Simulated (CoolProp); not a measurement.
Vapour-liquid equilibrium of CHF3 (R23) (1) + CH2F2 (R32) (2) at 0.639 bar; x and y are mole fractions of (1).

Computed with CoolProp (multi-fluid Helmholtz-energy mixture model, Penoncello 2003 and Tillner-Roth 1997; pair parameters Bell 2016).

**Question.** Give the bubble temperature and the first vapour's composition at x = 0.275, 0.425, 0.95. Is there an azeotrope?

**Answer.** x = 0.275: -74.2 °C, y = 0.678; x = 0.425: -78.9 °C, y = 0.812; x = 0.95: -88.9 °C, y = 0.991. No azeotrope shows between x = 0.05 and 0.95.

Pair parameters are fitted to limited data, so mixtures are less certain than the pure fluids.
